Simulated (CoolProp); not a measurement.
Vapour-liquid equilibrium of carbon dioxide (1) + R227EA (2) at 0.673 MPa; x and y are mole fractions of (1).

Model: multi-fluid Helmholtz-energy mixture model, Span 1996 and Lemmon 2016; pair parameters Bell 2016, in CoolProp.

| x | bubble temperature, mixture model (K) | bubble temperature, Raoult's law (K) | y, mixture model | y, Raoult's law |
|---|---|---|---|---|
| 0.05 | 299.5 | 294.1 | 0.291 | 0.435 |
| 0.125 | 283.3 | 276.7 | 0.591 | 0.710 |
| 0.2 | 270.5 | 265.0 | 0.756 | 0.830 |
| 0.275 | 260.7 | 256.5 | 0.846 | 0.892 |
| 0.35 | 253.1 | 250.0 | 0.898 | 0.928 |
| 0.425 | 247.1 | 244.7 | 0.929 | 0.950 |
| 0.5 | 242.3 | 240.4 | 0.950 | 0.965 |
| 0.575 | 238.2 | 236.7 | 0.965 | 0.975 |
| 0.65 | 234.7 | 233.5 | 0.975 | 0.983 |
| 0.725 | 231.7 | 230.7 | 0.983 | 0.989 |
| 0.8 | 228.9 | 228.3 | 0.989 | 0.993 |
| 0.875 | 226.5 | 226.0 | 0.994 | 0.996 |
| 0.95 | 224.2 | 224.0 | 0.998 | 0.999 |

The largest gap from Raoult's law is +6.6 K in bubble temperature, at x = 0.125. No azeotrope shows between x = 0.05 and 0.95.

Pair parameters are fitted to limited data, so mixtures are less certain than the pure fluids.
